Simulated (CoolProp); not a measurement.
Properties of chloromethane (R40) along the isotherm 479.7 K (Tc = 418.6 K, pc = 6.929 MPa, ω = 0.150).

Model: reference Helmholtz-energy equation of state, Thol 2014, in CoolProp.

```csv
p (MPa),phase,density (kg/m³),cp (kJ/(kg K)),cv (kJ/(kg K)),isothermal compressibility (1/MPa),fugacity coefficient
0.0548,gas,0.6950,1.069,0.9026,18.28,0.9982
0.0853,gas,1.083,1.070,0.9030,11.76,0.9971
0.133,gas,1.691,1.072,0.9036,7.553,0.9955
0.207,gas,2.639,1.075,?,4.865,0.9931
0.322,gas,4.121,1.079,0.9059,3.140,0.9892
0.501,gas,6.451,1.087,0.9081,2.031,0.9833
0.781,gas,?,1.099,0.9116,1.316,0.9740
1.22,gas,16.11,1.118,0.9171,0.8559,?
1.89,gas,25.59,1.151,?,0.5670,0.9377
2.95,gas,41.65,1.210,0.9395,0.3799,0.9038
4.59,gas,69.60,1.326,0.9619,0.2643,0.8526
7.14,supercritical,123.6,?,0.9985,0.1980,0.7763
11.1,supercritical,?,2.494,1.051,0.1618,0.6657
17.3,supercritical,?,2.522,?,0.04894,0.5312
```

Problem. What belongs in the gaps?

Solution. 
- 0.207, cv (kJ/(kg K)): 0.9045
- 0.781, density (kg/m³): 10.16
- 1.22, fugacity coefficient: 0.9595
- 1.89, cv (kJ/(kg K)): 0.9256
- 7.14, cp (kJ/(kg K)): 1.603
- 11.1, density (kg/m³): 251.0
- 17.3, density (kg/m³): 470.2
- 17.3, cv (kJ/(kg K)): 1.034
